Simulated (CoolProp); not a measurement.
C3F8 (R218) along the isotherm 440 K: fugacity coefficient from the reference equation and from simpler models built on Tc = 345.0 K, pc = 2.640 MPa, ω = 0.317; each cubic takes its own stable root.

Model: reference Helmholtz-energy equation of state, Lemmon 2006, in CoolProp. It is a short technical equation, of lower accuracy than the large ones.

| p (MPa) | phase | reference | van der Waals | Peng-Robinson |
|---|---|---|---|---|
| 0.825 | gas | … | 0.9500 | 0.9507 |
| 1.65 | gas | 0.9188 | 0.9009 | … |
| 2.48 | gas | 0.8795 | … | … |
| 3.3 | supercritical | 0.8421 | … | 0.8209 |
| 4.13 | supercritical | 0.8059 | 0.7590 | … |
| 4.95 | supercritical | 0.7722 | 0.7152 | 0.7500 |
| 5.78 | supercritical | … | 0.6749 | … |
| 6.6 | supercritical | 0.7124 | 0.6408 | 0.6922 |

Q: Some entries are withheld; supply them.

A: 
- 0.825, reference: 0.9589
- 1.65, Peng-Robinson: 0.9044
- 2.48, van der Waals: 0.8524
- 2.48, Peng-Robinson: 0.8609
- 3.3, van der Waals: 0.8054
- 4.13, Peng-Robinson: 0.7836
- 5.78, reference: 0.7407
- 5.78, Peng-Robinson: 0.7193
